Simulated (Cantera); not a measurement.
Input (Python, Cantera) and output of one run.

```python
import numpy as np
import cantera as ct

gas_names = [...]  # 123 gases of nasa_gas.yaml made of C, H, O, Si
cond_names = """
    C(gr) C6H6(L) C7H8(L) C8H18(L),n-octa H2O(s) H2O(L) Si(cr) Si(L) SiC(b) SiO2(Lqz) SiO2(hqz) SiO2(L)
""".split()


# ... load() reads the species with a 1 bar reference pressure and builds the phases ...
atoms = {
    'SiH4': {'Si': 1, 'H': 4},
    'CO2': {'C': 1, 'O': 2},
    'H2': {'H': 2},
    'H2O': {'H': 2, 'O': 1},
}
top_T = {'C(gr)': 4500, 'SiC(b)': 3050}  # K; cautious upper limits of use, not melting points


# ... equilibrate(T, P, feed) seeds the gas with the atoms and calls Mixture.equilibrate('TP', solver="vcs", rtol=1e-11, max_steps=5000) ...
results = []
feed = {'SiH4': 1, 'CO2': 18, 'H2': 10, 'H2O': 0.16}  # mol
T = 1548  # K
P = 100  # Pa
mix = equilibrate(T, P, feed)
results.append((T, P, feed, dict(zip(mix.species_names, mix.species_moles))))
print(gas.report(threshold=0.0001))
for i in range(1, mix.n_phases):
    print(f"{mix.phase(i).name:16s} {mix.phase_moles(i):12.5e} mol")
```

Result:

```
       temperature   1548 K
          pressure   100 Pa
           density   0.00020276 kg/m^3
  mean mol. weight   26.097 kg/kmol
   phase of matter   gas

                          1 kg             1 kmol
                     ---------------   ---------------
          enthalpy       -6.0154e+06       -1.5699e+08  J
   internal energy       -6.5086e+06       -1.6986e+08  J
           entropy             12318        3.2146e+05  J/K
    Gibbs function       -2.5083e+07        -6.546e+08  J
 heat capacity c_p            1702.2             44422  J/K
 heat capacity c_v            1383.6             36108  J/K

                      mass frac. Y      mole frac. X     chem. pot. / RT
                     ---------------   ---------------   ---------------
                CO           0.36101           0.33636           -43.447
               CO2           0.43903           0.26034           -69.177
                 H        1.3434e-05         0.0003478           -13.831
                H2         0.0098553           0.12758           -27.662
               H2O           0.19007           0.27534           -53.391
     [ +118 minor]        2.1612e-05        2.8245e-05

C(gr)             0.00000e+00 mol
Si(cr)            0.00000e+00 mol
SiC(b)            0.00000e+00 mol
SiO2(hqz)         9.99908e-01 mol
```

Equilibrium computed with Cantera from the NASA thermochemical tables; the gas is ideal and each condensed phase is pure. The tables hold silica as quartz up to 1696 K and as liquid above; real silica turns to tridymite and cristobalite and melts near 1996 K.
